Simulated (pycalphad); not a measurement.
CALPHAD calculation (pycalphad, COST 507 light-alloy database (1999)), 1 atm. The data set is of 1999 and partly superseded. Diffusion is slow at the low end, where real alloys seldom reach equilibrium.

**Al-0.21C (at.%): equilibrium cooling sequence**

```tsv
T (°C)	phases above	phases below
1474.5	LIQUID	AL4C3 + LIQUID
660.3	AL4C3 + LIQUID	AL4C3 + FCC_A1
```

Changes were sought between steps of 40 K, so a narrower field can be missed.

Database names, with the compositions (at.%) that they take in these runs: AL4C3: Al 57 C 43. FCC_A1 is fcc.
